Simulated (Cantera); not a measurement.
A closed system holds: 1 mol B2O3, 1 mol N2, 11 mol H2, at 1323.15 K and 20.0 Pa.

These are equilibrium values from Cantera (NASA tables, ideal gas, pure condensed phases), not measurements of a reactor. Candidate condensed phases: B, BN, B2O3, B3O3H3, H2O; 39 gas species. N2 is the only nitrogen source here; it is nearly inert below about 1500 K, so the nitride shown seldom forms there in practice. Mutual solubility and eutectic melting of coexisting phases are not modelled. Equilibrium is a limit: real reactors are often held back by kinetics, nucleation or transport.

**Question.** What is the equilibrium state?

**Answer.** 
| Item | Result |
|---|---|
| x(H2) | 0.908 |
| x(N2) | 0.0827 |
| x(HBO2) | 0.00399 |
| x(HBO) | 0.00292 |
| x(B2O3) | 0.00174 |
| x(H2O) | 0.000195 |
| x(B2O2) | 0.000121 |
| x(H) | 0.000107 |
| x(BO) | 1.19e-5 |
| n(BN(s)) | 0.00486 mol |
| n(B2O3(l)) | 0.933 mol |
| gas amount | 12.06 mol |
| log10 activity of B(s) (absent) | -2.90 |
| log10 activity of B3O3H3(s) (absent) | -14.60 |
